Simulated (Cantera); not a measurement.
An adiabatic, constant-volume homogeneous reactor starts with CH4 : CO : O2 : N2 = 1 : 0.055 : 2.03 : 22.3 (molar parts), equivalence ratio 1.00, at 1300 K and 1500 Torr. Integrator tolerance rtol = 1e-08.

Cantera simulation using GRI-Mech 3.0 (53 species, 325 reactions); the numbers are that mechanism's predictions, not measurements.

### Question
What does this change do: 1.4 parts CO2 added?

### Answer
| quantity | before | after |
|---|---|---|
| time of steepest temperature rise | 19.6 ms | 21.5 ms |
| temperature at 4.00 s | 2319 K | 2229 K |
| equilibrium temperature | 2319 K | 2229 K |
| x(CH4) at 4.00 s | <1e-12 (gas-phase equilibrium <1e-12) | <1e-12 (gas-phase equilibrium <1e-12) |
| x(CO) at 4.00 s | 0.00521 (gas-phase equilibrium 0.00521) | 0.00647 (gas-phase equilibrium 0.00647) |
| x(O2) at 4.00 s | 0.00234 (gas-phase equilibrium 0.00234) | 0.00273 (gas-phase equilibrium 0.00273) |
| x(C2H4) at 4.00 s | <1e-12 (gas-phase equilibrium <1e-12) | <1e-12 (gas-phase equilibrium <1e-12) |
| x(CO2) at 4.00 s | 0.0362 (gas-phase equilibrium 0.0362) | 0.0849 (gas-phase equilibrium 0.0849) |
| x(H2O2) at 4.00 s | 3.21e-8 (gas-phase equilibrium 3.21e-8) | 2.60e-8 (gas-phase equilibrium 2.60e-8) |
